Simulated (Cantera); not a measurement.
Mixture: CH₃OH : O₂ : N₂ = 1 : 2.63 : 8.16 (molar parts), equivalence ratio 0.57, at 1.01 bar, adiabatic and at constant volume. Ignition delay is the time to a rise of 400 K.

Computed with Cantera and GRI-Mech 3.0 (53 species, 325 reactions). GRI-Mech 3.0 was tuned for natural gas; its chemistry of methanol as a main component is partial and can be far from experiment.

**Question.** What does this change do: pressure from 1.01 bar to 9.90 bar?

**Answer.** 
```csv
quantity,before,after
delay at 1175 K,15.1 ms,2.43 ms
delay at 1275 K,3.13 ms,0.483 ms
delay at 1375 K,0.849 ms,0.126 ms
delay at 1475 K,0.288 ms,41.0 µs
delay at 1575 K,0.117 ms,16.1 µs
delay at 1675 K,54.7 µs,7.33 µs
delay at 1775 K,28.2 µs,3.69 µs
apparent activation energy between 1575 and 1775 K,170 kJ/mol,170 kJ/mol
```

**Question.** What does this change do: constant pressure in place of constant volume?

**Answer.** 
| quantity | before | after |
|---|---|---|
| delay at 1175 K | 15.1 ms | 15.5 ms |
| delay at 1275 K | 3.13 ms | 3.27 ms |
| delay at 1375 K | 0.849 ms | 0.909 ms |
| delay at 1475 K | 0.288 ms | 0.319 ms |
| delay at 1575 K | 0.117 ms | 0.135 ms |
| delay at 1675 K | 54.7 µs | 65.3 µs |
| delay at 1775 K | 28.2 µs | 34.8 µs |
| apparent activation energy between 1575 and 1775 K | 170 kJ/mol | 160 kJ/mol |
